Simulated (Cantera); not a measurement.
A closed system holds: 1 mol Si, a varied amount of F2, equilibrated at 873.15 K and 2100 Pa.

These are equilibrium values from Cantera (NASA tables, ideal gas, pure condensed phases), not measurements of a reactor. Candidate condensed phases: Si; 9 gas species. The numbers say what is thermodynamically allowed, not how fast it happens.

Question: Which condensed phases are stable at each of these points (n(F2) (mol)): 0.56, 0.69, 0.86, 1.1, 1.3, 1.6, 2, 2.5, 3.1, 3.9, 4.8, 6?

Answer: 
```csv
n(F2) (mol),condensed phases,Si condensed (%)
0.56,Si(s),72.0
0.69,Si(s),65.5
0.86,Si(s),57.0
1.1,Si(s),45.0
1.3,Si(s),35.0
1.6,Si(s),20.0
2,gas only,0.0
2.5,gas only,0.0
3.1,gas only,0.0
3.9,gas only,0.0
4.8,gas only,0.0
6,gas only,0.0
```

From 0.56 mol F2 to 1.6 mol F2 the condensed part is Si(s). From 2 mol F2 to 6 mol F2 nothing is condensed.
